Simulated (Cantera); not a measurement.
Oxide etching and cleaning by halides: B₂O₃ + HF + N₂

Charge: 1 mol B₂O₃, 20 mol HF, 0.48 mol N₂, equilibrated at 1327 °C and 100000 Pa.

Method: chemical equilibrium by Gibbs-energy minimisation in Cantera with the NASA 1993 tables (ideal gas, pure condensed phases). Candidate condensed phases: B, BN, B₂O₃, B₃O₃H₃, H₂O; 62 gas species. Gases not in the tables: H₃BO₃. The numbers say what is thermodynamically allowed, not how fast it happens.

The x(HF) is 0.731. The x(H₂O) is 0.142 and the x(BF₃) is 0.0923. The x(N₂) is 0.0244 and the x(BOF) is 0.00874. The x(HBO₂) is 0.000607. The x(H₂) is 0.000130 and the x(O₂) is 5.24e-5. The x(OH) is 2.65e-5 and the gas amount is 19.67 mol. The log10 activity of B(s) (absent) is -12.87. The log10 activity of B₃O₃H₃(s) (absent) is -27.91.
